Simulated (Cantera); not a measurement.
A perfectly stirred reactor is fed with CH2O : O2 : N2 = 0.0092 : 0.019 : 1 (molar parts), at 1.88 atm; it is held at 1423 K, and followed from long to short residence time.

Detailed kinetics in Cantera: GRI-Mech 3.0 (53 species, 325 reactions).

Q: What does this change do: N2 1 to 0.13 parts?

A: 
| quantity | before | after |
|---|---|---|
| x(CH2O) at τ = 13.0 s | 1.06e-7 | 3.16e-7 |
| x(O2) at τ = 13.0 s | 0.00953 | 0.0619 |
| x(CO2) at τ = 13.0 s | 0.00894 | 0.0581 |
| x(C2H6) at τ = 13.0 s | <1e-12 | <1e-12 |
| x(HO2) at τ = 13.0 s | 7.75e-8 | 2.54e-7 |
| x(CH2O) at τ = 0.260 s | 1.41e-6 | 5.12e-6 |
| x(O2) at τ = 0.260 s | 0.00957 | 0.0621 |
| x(CO2) at τ = 0.260 s | 0.00882 | 0.0578 |
| x(C2H6) at τ = 0.260 s | <1e-12 | <1e-12 |
| x(HO2) at τ = 0.260 s | 8.79e-7 | 3.63e-6 |
The temperature is held fixed by assumption; the heat of reaction is taken as removed at once.

Q: What does this change do: 0.041 parts CH4 added?

A: 
```json
[
 {"quantity": "x(CH2O) at τ = 13.0 s", "before": "1.06e-7", "after": "2.04e-6"},
 {"quantity": "x(O2) at τ = 13.0 s", "before": "0.00953", "after": "0.000113"},
 {"quantity": "x(CO2) at τ = 13.0 s", "before": "0.00894", "after": "0.00343"},
 {"quantity": "x(C2H6) at τ = 13.0 s", "before": "<1e-12", "after": "8.20e-6"},
 {"quantity": "x(HO2) at τ = 13.0 s", "before": "7.75e-8", "after": "6.96e-9"},
 {"quantity": "x(CH2O) at τ = 0.260 s", "before": "1.41e-6", "after": "5.40e-5"},
 {"quantity": "x(O2) at τ = 0.260 s", "before": "0.00957", "after": "0.00222"},
 {"quantity": "x(CO2) at τ = 0.260 s", "before": "0.00882", "after": "0.00201"},
 {"quantity": "x(C2H6) at τ = 0.260 s", "before": "<1e-12", "after": "0.000117"},
 {"quantity": "x(HO2) at τ = 0.260 s", "before": "8.79e-7", "after": "2.28e-7"}
]
```
The temperature is held fixed by assumption; the heat of reaction is taken as removed at once.

Q: What does this change do: 0.068 parts H2 added?

A: 
```json
[
 {"quantity": "x(CH2O) at τ = 13.0 s", "before": "1.06e-7", "after": "3.16e-8"},
 {"quantity": "x(O2) at τ = 13.0 s", "before": "0.00953", "after": "2.59e-6"},
 {"quantity": "x(CO2) at τ = 13.0 s", "before": "0.00894", "after": "0.00231"},
 {"quantity": "x(C2H6) at τ = 13.0 s", "before": "<1e-12", "after": "<1e-12"},
 {"quantity": "x(HO2) at τ = 13.0 s", "before": "7.75e-8", "after": "1.76e-9"},
 {"quantity": "x(CH2O) at τ = 0.260 s", "before": "1.41e-6", "after": "2.29e-7"},
 {"quantity": "x(O2) at τ = 0.260 s", "before": "0.00957", "after": "1.89e-5"},
 {"quantity": "x(CO2) at τ = 0.260 s", "before": "0.00882", "after": "0.00227"},
 {"quantity": "x(C2H6) at τ = 0.260 s", "before": "<1e-12", "after": "<1e-12"},
 {"quantity": "x(HO2) at τ = 0.260 s", "before": "8.79e-7", "after": "1.39e-8"}
]
```
The temperature is held fixed by assumption; the heat of reaction is taken as removed at once.
